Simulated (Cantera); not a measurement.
An adiabatic, constant-volume homogeneous reactor starts with CH4 : CO : O2 : N2 = 1 : 0.2 : 3.04 : 11.4 (molar parts), at 1425 K and 7500 Torr. Integrator tolerance rtol = 1e-08.

Computed with Cantera and GRI-Mech 3.0 (53 species, 325 reactions).

Q: What does this change do: pressure from 7500 Torr to 12800 Torr?

A: 
```
quantity                                                            before                                    after
---------------------------------  ---------------------------------------  ---------------------------------------
time of steepest temperature rise                                 0.331 ms                                 0.205 ms
temperature at 5.00 s                                               2867 K                                   2893 K
equilibrium temperature                                             2867 K                                   2893 K
x(CH4) at 5.00 s                     <1e-12 (gas-phase equilibrium <1e-12)    <1e-12 (gas-phase equilibrium <1e-12)
x(CO) at 5.00 s                      0.0124 (gas-phase equilibrium 0.0124)    0.0108 (gas-phase equilibrium 0.0108)
x(O2) at 5.00 s                      0.0527 (gas-phase equilibrium 0.0527)    0.0520 (gas-phase equilibrium 0.0520)
x(C2H2) at 5.00 s                    <1e-12 (gas-phase equilibrium <1e-12)    <1e-12 (gas-phase equilibrium <1e-12)
x(H2) at 5.00 s                    0.00316 (gas-phase equilibrium 0.00316)  0.00271 (gas-phase equilibrium 0.00271)
x(OH) at 5.00 s                      0.0141 (gas-phase equilibrium 0.0141)    0.0132 (gas-phase equilibrium 0.0132)
x(N2O) at 5.00 s                   4.64e-6 (gas-phase equilibrium 4.64e-6)  6.27e-6 (gas-phase equilibrium 6.27e-6)
```
The pressure lies above the range GRI-Mech 3.0 was tuned for (to about 10 atm).

Q: What does this change do: initial temperature 1425 to 1000 K?

A: 
```json
[
 {"quantity": "time of steepest temperature rise", "before": "0.331 ms", "after": "0.109 s"},
 {"quantity": "temperature at 5.00 s", "before": "2867 K", "after": "2644 K"},
 {"quantity": "equilibrium temperature", "before": "2867 K", "after": "2644 K"},
 {"quantity": "x(CH4) at 5.00 s", "before": "<1e-12 (gas-phase equilibrium <1e-12)", "after": "<1e-12 (gas-phase equilibrium <1e-12)"},
 {"quantity": "x(CO) at 5.00 s", "before": "0.0124 (gas-phase equilibrium 0.0124)", "after": "0.00462 (gas-phase equilibrium 0.00462)"},
 {"quantity": "x(O2) at 5.00 s", "before": "0.0527 (gas-phase equilibrium 0.0527)", "after": "0.0534 (gas-phase equilibrium 0.0534)"},
 {"quantity": "x(C2H2) at 5.00 s", "before": "<1e-12 (gas-phase equilibrium <1e-12)", "after": "<1e-12 (gas-phase equilibrium <1e-12)"},
 {"quantity": "x(H2) at 5.00 s", "before": "0.00316 (gas-phase equilibrium 0.00316)", "after": "0.00119 (gas-phase equilibrium 0.00119)"},
 {"quantity": "x(OH) at 5.00 s", "before": "0.0141 (gas-phase equilibrium 0.0141)", "after": "0.00769 (gas-phase equilibrium 0.00769)"},
 {"quantity": "x(N2O) at 5.00 s", "before": "4.64e-6 (gas-phase equilibrium 4.64e-6)", "after": "3.88e-6 (gas-phase equilibrium 3.88e-6)"}
]
```
